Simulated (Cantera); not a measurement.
Input: 1 mol Al(CH₃)₃, 35 mol H₂O, 99 mol H₂, held at 2100 K and 10.0 mbar.

Cantera equilibrium calculation (NASA polynomials, part measured and part estimated; ideal gas, pure solids and liquids). Candidate condensed phases: Al, Al₂O₃, C, C₆H₆, C₇H₈, C₈H₁₈, H₂O; 121 gas species. The feed counts by its element totals alone. Equilibrium is a limit: real reactors are often held back by kinetics, nucleation or transport.

Base state: H₂ 0.741, H₂O 0.210, H 0.0268, CO 0.0198, CO₂ 0.00114, OH 0.000907, O 2.34e-5 (mole fractions); condensed: Al₂O₃(s).

Task: What changes in the equilibrium state with this change: H₂ from 99 to 2 mol?

Result: 
```json
[
 {"species": "H₂O", "before": "0.210", "after": "0.650"},
 {"species": "H₂", "before": "0.741", "after": "0.262"},
 {"species": "CO", "before": "0.0198", "after": "0.0444"},
 {"species": "CO₂", "before": "0.00114", "after": "0.0223"},
 {"species": "H", "before": "0.0268", "after": "0.0159"},
 {"species": "O₂", "before": "2.84e-6", "after": "0.000217"},
 {"species": "O", "before": "2.34e-5", "after": "0.000205"},
 {"species": "Al₂O₃(s), mol", "before": "0.499", "after": "0.500"}
]
```
